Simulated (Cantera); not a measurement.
A closed system holds: 1 mol Fe, 0.05 mol CO2, a varied amount of N2, 0.25 mol H2O, at 1498 K and 4.10 bar.

Cantera equilibrium calculation (NASA polynomials, part measured and part estimated; ideal gas, pure solids and liquids). Candidate condensed phases: C, C6H6, C7H8, C8H18, Fe, Fe(CO)5, FeO, Fe(OH)2, Fe(OH)3, Fe2O3, Fe3O4, H2O; 140 gas species. Mutual solubility and eutectic melting of coexisting phases are not modelled. The tables' stoichiometric FeO is somewhat more stable than real wüstite, so its field is too wide. FeO: taken at fixed stoichiometry. Kinetics and transport are ignored.

x: gas mole fraction; n: condensed amount in mol.

```
n(N2) (mol)   x N2      x H2     x H2O  x CO     x CO2  n Fe(γ)  n FeO(s)
-----------  -----  --------  --------  ----  --------  -------  --------
13           0.977    0.0133   0.00554   [?]  0.000524    0.781     0.219
37           0.992   0.00473   0.00197   [?]  0.000187    0.781     0.219
61           0.995   0.00288   0.00120   [?]  0.000114    0.781     0.219
86           0.997   0.00204  0.000853   [?]   8.08e-5    0.781     0.219
110          0.997   0.00160  0.000668   [?]   6.32e-5    0.781     0.219
130          0.998   0.00135  0.000565   [?]   5.35e-5    0.781     0.219
160          0.998   0.00110  0.000459   [?]   4.35e-5    0.781     0.219
180          0.998  0.000978  0.000409   [?]   3.87e-5    0.781     0.219
210          0.999  0.000838  0.000350   [?]   3.31e-5    0.781     0.219
```

Task: Fill in the missing entries.

Result: 
- 13, x CO: 0.00324
- 37, x CO: 0.00115
- 61, x CO: 0.000702
- 86, x CO: 0.000499
- 110, x CO: 0.000390
- 130, x CO: 0.000330
- 160, x CO: 0.000268
- 180, x CO: 0.000239
- 210, x CO: 0.000205
